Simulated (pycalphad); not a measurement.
Source of the numbers: pycalphad with the COST 507 light-alloy database (1999); pressure 1 atm. The data set is of 1999 and partly superseded. Phase fractions are per mole of atoms.

Problem. Give the equilibrium state of Si-48.71Ti (wt.%) at 727 °C.

Solution. SI2TI, fraction 0.853, with 46.0 Ti wt.%; SITI, fraction 0.147, with 63.0 Ti wt.%.

Database names, with the compositions (at.%) that they take in these runs: SI2TI: Si 67 Ti 33; SITI: Si 50 Ti 50.
